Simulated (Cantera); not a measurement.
Feed: 1 mol acetone, 0.2 mol O2, at 1600 K.

Equilibrium computed with Cantera from the NASA thermochemical tables; the gas is ideal and each condensed phase is pure. Candidate condensed phases: C, C6H6, C7H8, C8H18, H2O; 110 gas species. The feed counts by its element totals alone. The ideal-gas law is rough above about 30 bar. Rates play no part.

log p: log10 of the partial pressure in bar; n: condensed amount in mol.

```csv
P (Pa),log p H2,log p CO,log p CH4,log p H2O,log p H,log p CO2,n C(graphite)
10,-4.17,-4.50,-11.12,-11.73,-6.35,…,1.60
46,-3.50,-3.84,-9.80,-10.40,-6.02,…,1.60
220,-2.82,-3.16,-8.44,-9.04,-5.68,…,1.60
1000,-2.17,-2.50,-7.12,-7.72,-5.35,…,1.60
4600,-1.50,-1.83,-5.79,-6.40,-5.02,…,1.60
22000,-0.82,-1.15,-4.44,-5.04,-4.68,…,1.60
100000,-0.17,-0.50,-3.12,-3.72,-4.35,…,1.60
460000,0.49,0.17,-1.80,-2.40,-4.02,…,1.59
2200000,1.16,0.85,-0.46,-1.05,-3.68,…,1.55
10000000,1.78,1.51,0.77,0.23,-3.38,…,1.44
```

Some entries are withheld; supply them.


- 10, log p CO2: -12.53
- 46, log p CO2: -11.21
- 220, log p CO2: -9.85
- 1000, log p CO2: -8.53
- 4600, log p CO2: -7.21
- 22000, log p CO2: -5.85
- 100000, log p CO2: -4.53
- 460000, log p CO2: -3.20
- 2200000, log p CO2: -1.84
- 10000000, log p CO2: -0.52
